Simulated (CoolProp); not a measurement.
Model: reference Helmholtz-energy equation of state, Thol 2012, in CoolProp.

Question: For benzene, give the phase and the speed of sound (m/s), expansivity (1/kK) at 190.25 °C and 3.56 bar.

Answer: 
- 190.25 °C and 3.56 bar: gas; speed of sound 220, expansivity 2.55
